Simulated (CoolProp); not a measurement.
Vapour-liquid equilibrium of n-heptane (1) + p-xylene (2) at 482.3 K; x and y are mole fractions of (1).

Model: multi-fluid Helmholtz-energy mixture model, Span 2003 and Zhou 2012; pair parameters Bell 2016, in CoolProp.

```
x      bubble pressure, mixture model (MPa)  bubble pressure, Raoult's law (MPa)  y, mixture model  y, Raoult's law
-----  ------------------------------------  -----------------------------------  ----------------  ---------------
0.05                                 0.5311                               0.5243             0.109            0.109
0.125                                0.5876                               0.5732               [?]            0.249
0.2                                  0.6412                               0.6222             0.351            0.368
0.275                                0.6925                               0.6711             0.442            0.469
0.35                                 0.7419                               0.7200             0.521            0.556
0.425                                0.7899                               0.7689             0.591            0.632
0.5                                  0.8369                               0.8179             0.654            0.699
0.575                                0.8831                               0.8668               [?]            0.759
0.65                                 0.9289                               0.9157             0.768            0.812
0.725                                0.9745                               0.9646             0.820            0.860
0.8                                     [?]                                1.014             0.870            0.903
0.875                                   [?]                                1.062             0.919            0.942
0.95                                  1.113                                1.111               [?]            0.978
```

Some entries are withheld; supply them.


- 0.125, y, mixture model: 0.243
- 0.575, y, mixture model: 0.713
- 0.8, bubble pressure, mixture model (MPa): 1.020
- 0.875, bubble pressure, mixture model (MPa): 1.066
- 0.95, y, mixture model: 0.968

The largest gap from Raoult's law is +3.2 % in bubble pressure, at x = 0.275. No azeotrope shows between x = 0.05 and 0.95.

The pair parameters rest on a limited set of measurements; away from them the model extrapolates.
